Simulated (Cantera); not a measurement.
Input: 1 mol B2O3, 0.24 mol NH3.

These are equilibrium values from Cantera (NASA tables, ideal gas, pure condensed phases), not measurements of a reactor. Candidate condensed phases: B, BN, B2O3, B3O3H3, H2O; 39 gas species. Equilibrium is a limit: real reactors are often held back by kinetics, nucleation or transport.

Question: What condenses at these points (T in °C, P in Pa): (2175, 6300); (2125, 160); (1925, 6300); (1825, 100000); (1775, 16000)?

Answer: 
| T (°C) | P in Pa | condensed phases | B condensed (%) |
|---|---|---|---|
| 2175 | 6300 | gas only | 0.0 |
| 2125 | 160 | gas only | 0.0 |
| 1925 | 6300 | gas only | 0.0 |
| 1825 | 100000 | B2O3 | 88.4 |
| 1775 | 16000 | B2O3 | 40.3 |
